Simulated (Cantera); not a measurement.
Charge: 1 mol FeS, 0.34 mol SO3, 0.034 mol O2, 0.075 mol SO2, at 1073.15 K and 130000 Pa.

Method: chemical equilibrium by Gibbs-energy minimisation in Cantera with the NASA 1993 tables (ideal gas, pure condensed phases). Candidate condensed phases: Fe, FeO, FeS, FeSO4, FeS2, Fe2O3, Fe2(SO4)3, Fe3O4, S; 12 gas species. Mutual solubility and eutectic melting of coexisting phases are not modelled. FeS: taken at fixed stoichiometry. Gases not in the tables: S3 to S7. Equilibrium is a limit: real reactors are often held back by kinetics, nucleation or transport.

Base state: SO2 0.964, S2 0.0313, S2O 0.00440, SO 6.91e-5 (mole fractions); condensed: FeS(s) + Fe3O4(s).

### Question
What changes in the equilibrium state with this change: SO3 from 0.34 to 3.8 mol?

### Answer
```tsv
species	before	after
SO2	0.964	0.930
SO3	2.50e-7	0.0640
O2	<1e-9	0.00552
S2	0.0313	<1e-9
S2O	0.00440	<1e-9
SO	6.91e-5	<1e-9
FeS(s), mol	0.855	0
Fe3O4(s), mol	0.0483	0
Fe2O3(s), mol	0	0.500
```
